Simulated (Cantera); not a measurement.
An isothermal, constant-pressure homogeneous reactor starts with C2H6 : N2 = 1 : 11 (molar parts), at 1200 K and 0.00480 bar. Integrator tolerance rtol = 1e-08.

Model: GRI-Mech 3.0 (53 species, 325 reactions), integrated in Cantera. GRI-Mech 3.0 stops at C3 and has no aromatics, soot or wall deposition, so with more carbon than oxygen in the feed, carbon stays in small species such as C2H2 where larger ones or solid carbon would form. Radical loss at walls, strong at low pressure, is not modelled.

```json
[
 {"quantity": "x(C2H6) at 30.0 s", "before": "2.29e-6 (gas-phase equilibrium 3.22e-8)", "after": "1.37e-6 (gas-phase equilibrium 8.36e-9)"},
 {"quantity": "x(C2H) at 30.0 s", "before": "3.55e-11 (gas-phase equilibrium 5.50e-11)", "after": "3.40e-11 (gas-phase equilibrium 3.85e-11)"},
 {"quantity": "x(CH3) at 30.0 s", "before": "2.07e-6 (gas-phase equilibrium 3.53e-7)", "after": "1.73e-6 (gas-phase equilibrium 1.80e-7)"},
 {"quantity": "x(CH4) at 30.0 s", "before": "0.0210 (gas-phase equilibrium 0.00241)", "after": "0.0129 (gas-phase equilibrium 0.00101)"},
 {"quantity": "x(CH2) at 30.0 s", "before": "5.53e-12 (gas-phase equilibrium 1.36e-12)", "after": "6.29e-12 (gas-phase equilibrium <1e-12)"}
]
```

Question: What was changed between the two runs?
A) N2 11 to 18 parts
B) N2 11 to 3.1 parts
C) C2H6 1 to 1.8 parts
D) temperature 1200 to 1350 K

Answer: A, N2 11 to 18 parts
